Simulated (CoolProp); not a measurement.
Saturation properties of tetrahydrofuran.

Values from CoolProp's reference Helmholtz-energy equation of state, Fiedler 2023.

```
T (K)   p (MPa)  liquid density (kg/m³)  enthalpy of vaporisation (kJ/kg)  liquid cp (kJ/(kg K))
-----  --------  ----------------------  --------------------------------  ---------------------
260    0.003014                   923.2                             472.4                  1.600
274.8  0.006993                   907.4                             462.0                  1.644
289.6   0.01467                   891.3                             451.7                  1.694
304.3   0.02815                   875.1                             441.4                  1.746
319.1   0.05055                   858.6                             430.9                  1.803
333.9   0.08541                   841.7                             420.2                  1.863
348.7    0.1370                   824.5                             409.1                  1.925
363.5    0.2104                   806.8                             397.5                  1.989
378.3    0.3108                   788.5                             385.3                  2.057
393.1    0.4442                   769.6                             372.3                  2.127
```

It boils at 339.1 K under 1 atm.
